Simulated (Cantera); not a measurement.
## Ignition delay

Mixture: 9.36 % CH4, 0.936 % CO, 14.8 % O2, 73.8 % N2, 1.12 % H2, equivalence ratio 1.3, at 4.10 bar, adiabatic and at constant pressure. Ignition delay is the time to a rise of 400 K.

Computed with Cantera and GRI-Mech 3.0 (53 species, 325 reactions).

```csv
T0 (K),delay (ms)
1123,11.6
1223,4.69
1323,1.82
1423,0.703
1523,0.283
1623,0.122
1723,0.0573
1823,0.0296
1923,0.0166
```

```yaml
apparent activation energy between 1723 and 1923 K: 170 kJ/mol
```
